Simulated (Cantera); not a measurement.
Cantera run:

```python
import numpy as np
import cantera as ct

gas_names = """
    Cr CrN CrO CrO2 CrO3 H HNO HNO2 HNO3 HO2 H2 H2O H2O2 N NH NH2 NH3 NH2OH NO NO2 NO3 N2 N2H2 N2H4 N2O
    O OH O2 O3
""".split()
cond_names = """
    Cr(cr) Cr(L) CrN(s) Cr2N(s) Cr2O3(s) Cr2O3(L) H2O(s) H2O(L)
""".split()


# ... load() reads the species with a 1 bar reference pressure and builds the phases ...
atoms = {
    'Cr': {'Cr': 1},
    'H2O': {'H': 2, 'O': 1},
    'N2': {'N': 2},
    'NH3': {'N': 1, 'H': 3},
}
top_T = {'CrN(s)': 1900, 'Cr2N(s)': 1900}  # K; cautious upper limits of use, not melting points


# ... equilibrate(T, P, feed) seeds the gas with the atoms and calls Mixture.equilibrate('TP', solver="vcs", rtol=1e-11, max_steps=5000) ...
results = []
feed = {'Cr': 1, 'H2O': 1.6, 'N2': 17, 'NH3': 0.13}  # mol
P = 5.1  # Pa
for T in [1298, 1373, 1448, 1523, 1598, 1673, 1748, 1823, 1898, 1973]:
    mix = equilibrate(T, P, feed)
    results.append((T, P, feed, dict(zip(mix.species_names, mix.species_moles))))
    x = sorted(zip(gas.X, gas.species_names), reverse=True)
    print(f"T = {T:g} K  P = {P:g} Pa  gas = {mix.phase_moles(0):.4g} mol")
    print("   x: " + "  ".join(f"{s} {v:.3e}" for v, s in x if v > 1e-06))
    print("   condensed (mol): " + ("  ".join(f"{mix.phase(i).name} {mix.phase_moles(i):.4g}"
          for i in range(1, mix.n_phases) if mix.phase_moles(i) > 1e-12) or "none"))
```

Result:

```
T = 1298 K  P = 5.1 Pa  gas = 18.86 mol
   x: N2 9.048e-01  H2 8.985e-02  H2O 5.302e-03  H 4.498e-05
   condensed (mol): Cr2O3(s) 0.5
T = 1373 K  P = 5.1 Pa  gas = 18.86 mol
   x: N2 9.048e-01  H2 8.980e-02  H2O 5.302e-03  H 1.397e-04
   condensed (mol): Cr2O3(s) 0.5
T = 1448 K  P = 5.1 Pa  gas = 18.86 mol
   x: N2 9.046e-01  H2 8.965e-02  H2O 5.310e-03  H 3.865e-04  Cr 6.453e-06
   condensed (mol): Cr2O3(s) 0.4999
T = 1523 K  P = 5.1 Pa  gas = 18.87 mol
   x: N2 9.043e-01  H2 8.924e-02  H2O 5.395e-03  H 9.668e-04  Cr 6.466e-05  OH 1.801e-06  CrO 1.284e-06
   condensed (mol): Cr2O3(s) 0.4994
T = 1598 K  P = 5.1 Pa  gas = 18.89 mol
   x: N2 9.034e-01  H2 8.795e-02  H2O 5.966e-03  H 2.210e-03  Cr 4.487e-04  CrO 1.153e-05  OH 5.837e-06
   condensed (mol): Cr2O3(s) 0.4957
T = 1673 K  P = 5.1 Pa  gas = 18.94 mol
   x: N2 9.010e-01  H2 8.441e-02  H2O 8.039e-03  H 4.633e-03  Cr 1.831e-03  CrO 7.525e-05  OH 2.123e-05  CrO2 2.947e-06  NO 1.227e-06
   condensed (mol): Cr2O3(s) 0.4819
T = 1748 K  P = 5.1 Pa  gas = 19.04 mol
   x: N2 8.961e-01  H2 7.730e-02  H2O 1.247e-02  H 8.895e-03  Cr 4.762e-03  CrO 3.733e-04  OH 8.373e-05  CrO2 2.389e-05  O 7.587e-06  NO 5.959e-06
   condensed (mol): Cr2O3(s) 0.4509
T = 1823 K  P = 5.1 Pa  gas = 19.23 mol
   x: N2 8.875e-01  H2 6.584e-02  H2O 1.957e-02  H 1.557e-02  Cr 9.416e-03  CrO 1.516e-03  OH 3.220e-04  CrO2 1.730e-04  O 5.853e-05  NO 2.881e-05  O2 7.676e-06
   condensed (mol): Cr2O3(s) 0.3932
T = 1898 K  P = 5.1 Pa  gas = 19.55 mol
   x: N2 8.728e-01  H2 5.039e-02  H2O 2.857e-02  H 2.457e-02  Cr 1.552e-02  CrO 5.263e-03  OH 1.140e-03  CrO2 1.113e-03  O 4.177e-04  NO 1.331e-04  O2 1.034e-04
   condensed (mol): Cr2O3(s) 0.286
T = 1973 K  P = 5.1 Pa  gas = 20.26 mol
   x: N2 8.419e-01  H2O 3.583e-02  H 3.467e-02  H2 3.367e-02  Cr 2.337e-02  CrO 1.629e-02  CrO2 6.292e-03  OH 3.502e-03  O 2.654e-03  O2 1.222e-03  NO 5.600e-04  CrO3 4.351e-06
   condensed (mol): Cr2O3(s) 0.03437
```

These are equilibrium values from Cantera (NASA tables, ideal gas, pure condensed phases), not measurements of a reactor.
